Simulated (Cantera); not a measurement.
# Stirred combustor or abatement burner

A perfectly stirred reactor is fed with CH4 : O2 : N2 = 1 : 1.33 : 5.01 (molar parts), at 7.60 bar; it is adiabatic with a 675 K inlet, and is followed from long to short residence time, starting on the burning branch (τ in s: 0.36, 0.11, 0.035, 0.011, 0.0034, 0.0011, 0.00033, 0.0001, 3.2e-05, 9.9e-06).

Cantera simulation using GRI-Mech 3.0 (53 species, 325 reactions); the numbers are that mechanism's predictions, not measurements.

```
τ (s)    T (K)     x CH4      x O2    x CO    x C2H4     x NO2      x O    x HO2
-------  -----  --------  --------  ------  --------  --------  -------  -------
0.36      2174   4.59e-5   7.04e-6  0.0881   5.83e-9  2.34e-10  7.17e-7  3.16e-9
0.11      2174  0.000136   2.09e-5  0.0880   5.28e-8  3.78e-10  7.99e-7  8.31e-9
0.035     2175  0.000370   6.18e-5  0.0876   4.08e-7  6.04e-10  9.44e-7  2.38e-8
0.011     2176  0.000914  0.000185  0.0865   2.65e-6  9.38e-10  1.29e-6  7.16e-8
0.0034    2178   0.00191  0.000546  0.0840   1.30e-5   1.42e-9  2.23e-6  2.20e-7
0.0011    2174   0.00331   0.00149  0.0804   4.63e-5   2.07e-9  4.57e-6  6.61e-7
0.00033   2152   0.00548   0.00431  0.0766  0.000156   3.03e-9  1.11e-5  2.33e-6
0.00010   2047    0.0113    0.0154  0.0735  0.000667   3.38e-9  2.66e-5  1.25e-5
3.2e-5     675     0.136     0.181  <1e-12    <1e-12    <1e-12   <1e-12   <1e-12
9.9e-6     675     0.136     0.181  <1e-12    <1e-12    <1e-12   <1e-12   <1e-12
```
x: mole fraction; the columns are a selection and need not sum to one.
